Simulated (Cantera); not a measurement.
# C3H6 + O2 + N2 (carbon deposition, reforming and gasification)

A closed system holds: 1 mol C3H6, 0.0099 mol O2, 2.8 mol N2, equilibrated at 1 atm.

Method: chemical equilibrium by Gibbs-energy minimisation in Cantera with the NASA 1993 tables (ideal gas, pure condensed phases). Candidate condensed phases: C, C6H6, C7H8, C8H18, H2O; 136 gas species. Rates play no part.

```
T (K)   x H2   x N2     x CH4     x CO     x HCN       x H    x HNC  x C2H2 (acetylene)  n C(graphite)
-----  -----  -----  --------  -------  --------  --------  -------  ------------------  -------------
1223   0.510  0.483   0.00351  0.00338   4.75e-5   2.13e-7  2.66e-7             7.99e-8           2.96
1273   0.512  0.482   0.00249  0.00339   7.93e-5   5.07e-7  5.62e-7             1.90e-7           2.97
1323   0.513  0.482   0.00181  0.00340  0.000127   1.13e-6  1.12e-6             4.23e-7           2.97
1373   0.513  0.482   0.00134  0.00340  0.000197   2.37e-6  2.12e-6             8.87e-7           2.97
1423   0.514  0.481   0.00102  0.00340  0.000297   4.73e-6  3.85e-6             1.76e-6           2.97
1473   0.514  0.481  0.000786  0.00340  0.000433   9.01e-6  6.69e-6             3.34e-6           2.97
1523   0.514  0.481  0.000617  0.00340  0.000617   1.65e-5  1.12e-5             6.08e-6           2.97
1573   0.514  0.481  0.000492  0.00340  0.000859   2.90e-5  1.82e-5             1.06e-5           2.97
1623   0.514  0.481  0.000397  0.00340   0.00117   4.92e-5  2.86e-5             1.79e-5           2.97
1673   0.514  0.480  0.000325  0.00340   0.00157   8.11e-5  4.37e-5             2.93e-5           2.97
1723   0.514  0.480  0.000269  0.00340   0.00206  0.000130  6.52e-5             4.65e-5           2.97
```
x: gas mole fraction; n: condensed amount in mol.

From 1223 K to 1723 K the condensed part is C(graphite). The main C-bearing gas is CH4 at 1223 K and CO at 1723 K.
